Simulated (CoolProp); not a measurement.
Propylene at several states: fugacity coefficient from the reference equation and from simpler models built on Tc = 91.1 °C, pc = 4.555 MPa, ω = 0.146; each cubic takes its own stable root.

The numbers come from the reference Helmholtz-energy equation of state, Lemmon 2013 in CoolProp.

```csv
T (°C),p (MPa),phase,reference
102.45,3.81,gas,0.7488
-96.35,14.6,liquid,0.0006858
1.95,1.6,liquid,0.3550
52.25,0.0385,gas,0.9959
269.25,1.22,gas,0.9764
```

**Question.** How far does each simpler model (Redlich-Kwong, Peng-Robinson) lie from the reference over these 5 states: mean and median of the absolute difference, and the worst?

**Answer.** 
- Redlich-Kwong: mean 9.8 %, median 0.3 %, worst +31.0 % at -96.35 °C and 14.6 MPa
- Peng-Robinson: mean 1.3 %, median 0.3 %, worst +3.2 % at -96.35 °C and 14.6 MPa
